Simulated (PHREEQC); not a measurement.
**Nickel, zinc or cadmium bath: an equilibrium model**

Dissolve 0.28 mol/kgw CdSO4, 0.0033 mol/kgw NaCl and 5e-05 mol/kgw HCl at 25 °C. It is in equilibrium with CO2 at log p = -3.4 (atm). Otherwise closed; pH follows from the charge balance.

Model: ion-association model, wateq4f.dat, run in PHREEQC.

| Item | Result |
|---|---|
| pH | 4.78 |
| ionic strength | 0.464 mol/kgw |
| activity of water | 0.994 |
| total alkalinity | -0.0500 meq/kg |

```
species     molality  activity   log γ
----------  --------  --------  ------
Cd+2           0.114    0.0327  -0.543
CdSO4          0.106     0.118   0.046
SO4-2         0.0594    0.0126  -0.675
Cd(SO4)2-2    0.0570    0.0163  -0.543
Na+          0.00310   0.00220  -0.149
CdCl+        0.00246   0.00180  -0.136
Cl-         0.000887  0.000575  -0.188
```

This is a speciation only: nothing precipitates in the calculation. Complexes and solids missing from the database can't appear.
